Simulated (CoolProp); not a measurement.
The fluid at 298.15 K and 6.88 MPa is throttled through a valve to 1.64 MPa with no heat exchange. The same conditions are run with several fluids, on thermodynamics alone (safety and materials aside).

Values from CoolProp's reference Helmholtz-energy equation of state of each fluid (carbon monoxide: Lemmon 2006; dry air: Lemmon 2000; fluorine: de Reuck 1990; CF4 (R14): Platzer 1990; oxygen: Schmidt 1985). The equations of Platzer and Polt are older, rougher fits. Blends and air are pseudo-pure fits.

Problem. Rank carbon monoxide, dry air, fluorine, CF4 (R14), oxygen by temperature change (K), highest first.

Solution. fluorine (-9.5), dry air (-10.7), carbon monoxide (-11.6), oxygen (-13.4), CF4 (R14) (-31.7)

```json
[
 {"fluid": "carbon monoxide", "final density (kg/m³)": "19.4"},
 {"fluid": "dry air", "final density (kg/m³)": "20.0"},
 {"fluid": "fluorine", "final density (kg/m³)": "26.2"},
 {"fluid": "CF4 (R14)", "final density (kg/m³)": "71.8"},
 {"fluid": "oxygen", "final density (kg/m³)": "22.5"}
]
```
